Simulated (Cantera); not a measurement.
An isothermal, constant-pressure homogeneous reactor starts with C₂H₆ : N₂ = 1 : 4.1 (molar parts), at 1975 K and 0.00760 bar. Integrator tolerance rtol = 1e-08.

Detailed kinetics in Cantera: GRI-Mech 3.0 (53 species, 325 reactions). GRI-Mech 3.0 stops at C3 and has no aromatics, soot or wall deposition, so with more carbon than oxygen in the feed, carbon stays in small species such as C2H2 where larger ones or solid carbon would form. Radical loss at walls, strong at low pressure, is not modelled.

**Question.** What does this change do: C2H6 1 to 6.5 parts?

**Answer.** 
| quantity | before | after |
|---|---|---|
| x(C₂H₆) at 40.0 s | <1e-12 (gas-phase equilibrium 1.42e-12) | 1.67e-11 (gas-phase equilibrium 1.61e-11) |
| x(C₂H) at 40.0 s | 7.22e-5 (gas-phase equilibrium 3.83e-5) | 0.000101 (gas-phase equilibrium 8.07e-5) |
| x(HCN) at 40.0 s | 0.000368 (gas-phase equilibrium 0.132) | 0.000266 (gas-phase equilibrium 0.109) |
| x(C₂H₂) at 40.0 s | 0.140 (gas-phase equilibrium 0.0742) | 0.274 (gas-phase equilibrium 0.219) |
| x(CH₃) at 40.0 s | 1.90e-6 (gas-phase equilibrium 3.17e-6) | 1.07e-5 (gas-phase equilibrium 1.07e-5) |
| x(CH₄) at 40.0 s | 3.19e-6 (gas-phase equilibrium 5.33e-6) | 2.51e-5 (gas-phase equilibrium 2.51e-5) |
| x(H₂) at 40.0 s | 0.276 (gas-phase equilibrium 0.276) | 0.542 (gas-phase equilibrium 0.542) |

**Question.** What does this change do: temperature 1975 to 1898 K?

**Answer.** 
```
quantity                                            before                                      after
-----------------  ---------------------------------------  -----------------------------------------
x(C₂H₆) at 40.0 s  <1e-12 (gas-phase equilibrium 1.42e-12)  2.88e-12 (gas-phase equilibrium 3.32e-12)
x(C₂H) at 40.0 s   7.22e-5 (gas-phase equilibrium 3.83e-5)    3.11e-5 (gas-phase equilibrium 1.69e-5)
x(HCN) at 40.0 s    0.000368 (gas-phase equilibrium 0.132)     0.000197 (gas-phase equilibrium 0.129)
x(C₂H₂) at 40.0 s     0.140 (gas-phase equilibrium 0.0742)       0.140 (gas-phase equilibrium 0.0762)
x(CH₃) at 40.0 s   1.90e-6 (gas-phase equilibrium 3.17e-6)    2.35e-6 (gas-phase equilibrium 3.05e-6)
x(CH₄) at 40.0 s   3.19e-6 (gas-phase equilibrium 5.33e-6)    6.90e-6 (gas-phase equilibrium 8.94e-6)
x(H₂) at 40.0 s        0.276 (gas-phase equilibrium 0.276)        0.279 (gas-phase equilibrium 0.279)
```

**Question.** What does this change do: temperature 1975 to 1148 K?

**Answer.** 
| quantity | before | after |
|---|---|---|
| x(C₂H₆) at 40.0 s | <1e-12 (gas-phase equilibrium 1.42e-12) | 3.10e-5 (gas-phase equilibrium 2.40e-6) |
| x(C₂H) at 40.0 s | 7.22e-5 (gas-phase equilibrium 3.83e-5) | 1.73e-11 (gas-phase equilibrium 1.60e-11) |
| x(HCN) at 40.0 s | 0.000368 (gas-phase equilibrium 0.132) | 7.27e-11 (gas-phase equilibrium 0.0736) |
| x(C₂H₂) at 40.0 s | 0.140 (gas-phase equilibrium 0.0742) | 0.0548 (gas-phase equilibrium 0.0886) |
| x(CH₃) at 40.0 s | 1.90e-6 (gas-phase equilibrium 3.17e-6) | 1.94e-6 (gas-phase equilibrium 1.02e-6) |
| x(CH₄) at 40.0 s | 3.19e-6 (gas-phase equilibrium 5.33e-6) | 0.0359 (gas-phase equilibrium 0.0322) |
| x(H₂) at 40.0 s | 0.276 (gas-phase equilibrium 0.276) | 0.177 (gas-phase equilibrium 0.239) |
